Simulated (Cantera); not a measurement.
Mixture: 11.4 % CO, 6.96 % H2, 16.6 % O2, 62.7 % N2, 2.28 % H2O, at 1.09 atm, adiabatic and at constant pressure. Ignition delay is the time to a rise of 400 K.

Detailed kinetics in Cantera: GRI-Mech 3.0 (53 species, 325 reactions). Below about 950 K walls govern HO2 and H2O2 in real vessels. Where the delays flatten at high temperature, the 400 K rule measures the pace of heat release, not the induction time.

Problem. Predict: delay at 948 K; delay at 1098 K; delay at 1248 K; delay at 1398 K.

Solution. 
| Quantity | Value |
|---|---|
| delay at 948 K | 8.89 ms |
| delay at 1098 K | 0.138 ms |
| delay at 1248 K | 62.3 µs |
| delay at 1398 K | 44.1 µs |
